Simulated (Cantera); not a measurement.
Feed: 1 mol SiCl4, 0.73 mol Cl2, 48 mol H2, held at 877 °C.

Cantera equilibrium calculation (NASA polynomials, part measured and part estimated; ideal gas, pure solids and liquids). Candidate condensed phases: Si; 19 gas species. Kinetics and transport are ignored.

Question: Which condensed phases are stable at each of these points (P (Pa)): 100, 300, 880, 2600, 7700, 23000, 68000, 200000?

Answer: 
| P (Pa) | condensed phases | Si condensed (%) |
|---|---|---|
| 100 | Si(s) | 20.2 |
| 300 | Si(s) | 16.2 |
| 880 | Si(s) | 10.3 |
| 2600 | Si(s) | 2.3 |
| 7700 | gas only | 0.0 |
| 23000 | gas only | 0.0 |
| 68000 | gas only | 0.0 |
| 200000 | gas only | 0.0 |

From 100 Pa to 2600 Pa the condensed part is Si(s). From 7700 Pa to 200000 Pa nothing is condensed.
